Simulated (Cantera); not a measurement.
A perfectly stirred reactor is fed with 11.9 % H2, 74.1 % O2, 14.1 % N2, equivalence ratio 0.080, at 20.0 Torr; it is held at 1400 K, and followed from long to short residence time.

Cantera simulation using GRI-Mech 3.0 (53 species, 325 reactions); the numbers are that mechanism's predictions, not measurements. Radical loss at walls, strong at low pressure, is not modelled. The temperature is held fixed by assumption; the heat of reaction is taken as removed at once.

One state of this run: x H2 = 0.0248; x O2 = 0.676; x NO = 3.73e-8; x N2O = 7.67e-10; x OH = 0.0149. x: mole fraction; the columns are a selection and need not sum to one.

Problem. Which value of τ (s) does it belong to?
(A) 0.058
(B) 0.15
(C) 0.0087
(D) 0.00020

Solution. D, 0.00020
